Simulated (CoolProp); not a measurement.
Vapour-liquid equilibrium of R125 (1) + R152A (2) at 4.24 kPa; x and y are mole fractions of (1).

Model: multi-fluid Helmholtz-energy mixture model, Lemmon 2005 and Outcalt 1996; pair parameters Bell 2016, in CoolProp.

```tsv
x	bubble temperature, mixture model (K)	bubble temperature, Raoult's law (K)	y, mixture model	y, Raoult's law
0.05	193.2	193.3	0.193	0.185
0.2	188.8	188.7	0.520	0.529
0.35	185.7	185.3	0.696	0.715
0.5	183.2	182.7	0.813	0.827
0.65	181.0	180.5	0.896	0.901
0.8	179.0	178.7	0.954	0.952
0.95	177.2	177.2	0.991	0.990
```

The largest gap from Raoult's law is +0.5 K in bubble temperature, at x = 0.5. No azeotrope shows between x = 0.05 and 0.95.

Pair parameters are fitted to limited data, so mixtures are less certain than the pure fluids. The gap from Raoult's law changes sign with composition, which may be real or a fault of the pair parameters; it wasn't checked against measurements.
